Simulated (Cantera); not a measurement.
A closed system holds: 1 mol Si3H8, 0.0056 mol Cl2, 3.9 mol N2, equilibrated at 1523 K and 1.00 bar.

Equilibrium computed with Cantera from the NASA thermochemical tables; the gas is ideal and each condensed phase is pure. Candidate condensed phases: NH4Cl, Si, Si3N4; 28 gas species. The feed counts by its element totals alone. Rates play no part.

What is the equilibrium state?


* **x(H2)**: 0.676
* **x(N2)**: 0.322
* **x(HCl)**: 0.00190
* **x(H)**: 1.90e-5
* **x(NH3)**: 1.82e-5
* **n(Si3N4(s))**: 1.00 mol
* **gas amount**: 5.906 mol
* **log10 activity of Si(s) (absent)**: -2.43
